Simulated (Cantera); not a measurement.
# Ignition delay

Mixture: C₃H₈ : O₂ : N₂ : CO₂ = 1 : 4.17 : 15.7 : 0.79 (molar parts), equivalence ratio 1.2, at 10.0 bar, adiabatic and at constant volume. Ignition delay is the time to a rise of 400 K.

Detailed kinetics in Cantera: GRI-Mech 3.0 (53 species, 325 reactions). GRI-Mech 3.0 was tuned for natural gas; its chemistry of propane as a main component is partial and can be far from experiment.

| T0 (K) | delay (ms) |
|---|---|
| 1100 | 11.0 |
| 1175 | 2.69 |
| 1250 | 0.689 |
| 1325 | 0.197 |
| 1400 | 0.0650 |
| 1475 | 0.0252 |

| Quantity | Result |
|---|---|
| apparent activation energy between 1325 and 1475 K | 220 kJ/mol |
